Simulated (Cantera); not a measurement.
Charge: 1 mol Al(CH3)3, 1.7 mol O2, 16 mol H2, 34 mol N2O, equilibrated at 1725 K and 100000 Pa.

Equilibrium computed with Cantera from the NASA thermochemical tables; the gas is ideal and each condensed phase is pure. Candidate condensed phases: Al, AlN, Al2O3, C, C6H6, C7H8, C8H18, H2O; 148 gas species. The feed counts by its element totals alone. Gases not in the tables: Al(OH)3. Equilibrium is a limit: real reactors are often held back by kinetics, nucleation or transport.

Base state: N2 0.546, H2O 0.329, O2 0.0746, CO2 0.0482, NO 0.00158, OH 0.000602, H2 3.13e-5, CO 1.61e-5 (mole fractions); condensed: Al2O3(s).

Task: What changes in the equilibrium state with this change: pressure from 100000 Pa to 83.0 Pa?

Result: 
| species | before | after |
|---|---|---|
| N2 | 0.546 | 0.545 |
| H2O | 0.329 | 0.326 |
| O2 | 0.0746 | 0.0743 |
| OH | 0.000602 | 0.00353 |
| CO2 | 0.0482 | 0.0476 |
| H | 1.04e-6 | 0.000212 |
| O | 1.59e-5 | 0.000549 |
| Al2O3(s), mol | 0.500 | 0.500 |

Task: What changes in the equilibrium state with this change: N2O from 34 to 0.92 mol?

Result: 
| species | before | after |
|---|---|---|
| H2 | 3.13e-5 | 0.844 |
| CO | 1.61e-5 | 0.116 |
| N2 | 0.546 | 0.0376 |
| H2O | 0.329 | 4.13e-5 |
| O2 | 0.0746 | <1e-9 |
| CO2 | 0.0482 | 1.62e-6 |
| NO | 0.00158 | <1e-9 |
| HCN | <1e-9 | 0.000747 |
| CH4 | <1e-9 | 0.000712 |
| OH | 0.000602 | <1e-9 |
| C2H2 (acetylene) | <1e-9 | 7.78e-5 |
| Al2O3(s), mol | 0.500 | 0.500 |
| C(graphite), mol | 0 | 0.141 |
